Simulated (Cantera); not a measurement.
A closed system holds: 1 mol Si, 1.6 mol Cl2, 0.93 mol N2, at 477 °C and 4.20 bar.

These are equilibrium values from Cantera (NASA tables, ideal gas, pure condensed phases), not measurements of a reactor. Candidate condensed phases: Si, Si3N4; 13 gas species. N2 is the only nitrogen source here; it is nearly inert below about 1500 K, so the nitride shown seldom forms there in practice. Equilibrium is a limit: real reactors are often held back by kinetics, nucleation or transport.

Base state: SiCl4 0.501, N2 0.499 (mole fractions); condensed: Si3N4(s).

Q: What changes in the equilibrium state with this change: Si replaced by Fe?

A: 
| species | before | after |
|---|---|---|
| N2 | 0.499 | 0.604 |
| Fe2Cl6 | 0 | 0.319 |
| Cl2 | <1e-9 | 0.0650 |
| SiCl4 | 0.501 | 0 |
| FeCl3 | 0 | 0.0123 |
| Si3N4(s), mol | 0.0667 | 0 |
Further candidate phases: Fe, FeCl2, FeCl3.
